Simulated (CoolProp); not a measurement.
A single-stage vapour-compression cycle with the fluid: evaporating at 327.15 K (dew point), condensing at 392.15 K (bubble point), superheat 2 K, subcooling 8 K, compressor efficiency 0.6, no pressure losses. The same conditions are run with several fluids, on thermodynamics alone (safety and materials aside).

Computed with CoolProp (reference Helmholtz-energy equation of state of each fluid (isobutene: Lemmon 2005; ethanol: Schroeder 2014; isohexane: Lemmon 2006; R142b: Lemmon 2006; n-pentane: Thol 2019; R245fa: Akasaka 2015)).

```
fluid      cooling COP  pressure ratio  discharge temperature (K)  refrigerating effect (kJ/kg)  volumetric capacity (kJ/m³)
---------  -----------  --------------  -------------------------  ----------------------------  ---------------------------
isobutene         1.90               ?                      401.7                             ?                         2710
ethanol           2.63            11.7                          ?                           719                          437
isohexane         2.18            5.80                      392.1                           187                          507
R142b             1.90            3.91                      408.5                             ?                         3110
n-pentane         2.16            4.94                      392.1                             ?                          996
R245fa            1.97            4.87                          ?                          89.7                         1900
```

### Question
What belongs in the gaps?

### Answer

- isobutene, pressure ratio: 3.84
- isobutene, refrigerating effect (kJ/kg): 167
- ethanol, discharge temperature (K): 485.9
- R142b, refrigerating effect (kJ/kg): 94.5
- n-pentane, refrigerating effect (kJ/kg): 196
- R245fa, discharge temperature (K): 397.5

The compression ends wet for: isohexane; n-pentane.
